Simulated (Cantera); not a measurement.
Input: 1 mol CH3SiCl3, 0.087 mol C2H2, 3.4 mol H2, equilibrated at 1550 K and 9.75 Torr.

Method: chemical equilibrium by Gibbs-energy minimisation in Cantera with the NASA 1993 tables (ideal gas, pure condensed phases). Candidate condensed phases: C, C6H6, C7H8, C8H18, Si, SiC; 109 gas species. The feed counts by its element totals alone. The tables' values for SiCl3 are old estimates; treat these amounts as uncertain. The numbers say what is thermodynamically allowed, not how fast it happens.

Base state: H2 0.551, HCl 0.437, SiCl2 0.0102, SiCl3 0.00124, SiCl4 0.000425, H 0.000205, Cl 0.000130, SiHCl3 6.58e-5 (mole fractions); condensed: C(graphite) + SiC(s).

Q: What changes in the equilibrium state with this change: 0.48 mol Cl2 added?

A: 
```csv
species,before,after
HCl,0.437,0.521
H2,0.551,0.457
SiCl2,0.0102,0.0174
SiCl4,0.000425,0.00125
SiCl3,0.00124,0.00280
SiHCl3,6.58e-5,0.000135
"C(graphite), mol",0.251,0.324
"SiC(s), mol",0.923,0.850
```
